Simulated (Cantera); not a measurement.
## Silicon nitride deposition: SiHCl₃ + NH₃

Input: 1 mol SiHCl₃, a varied amount of NH₃, held at 9.90 mbar.

Cantera equilibrium calculation (NASA polynomials, part measured and part estimated; ideal gas, pure solids and liquids). Candidate condensed phases: NH₄Cl, Si, Si₃N₄; 28 gas species. Mutual solubility and eutectic melting of coexisting phases are not modelled. The tables' values for SiCl₃ are old estimates. Kinetics and transport are ignored.

Map the stable condensed phases over T = 1075, 1150, 1225, 1300, 1375, 1450, 1525, 1600, 1675, 1750 °C and n(NH₃) in mol = 1.9, 6.3, 11, 15, 20, 24, 28, 33.


```
T in °C \ n(NH₃) in mol
         1.9 6.3  11  15  20  24  28  33
   1750    A   B   B   B   B   B   B   B
   1675    B   B   B   B   B   B   B   B
   1600    A   B   B   B   B   B   B   B
   1525    A   B   B   B   B   B   B   B
   1450    A   B   B   B   B   C   C   C
   1375    D   D   D   D   D   D   D   D
   1300    D   D   D   D   D   D   D   D
   1225    D   D   D   D   D   D   D   D
   1150    D   D   D   D   D   D   D   D
   1075    D   D   D   D   D   D   D   D
```
A: gas only; B: Si; C: Si + Si₃N₄; D: Si₃N₄.
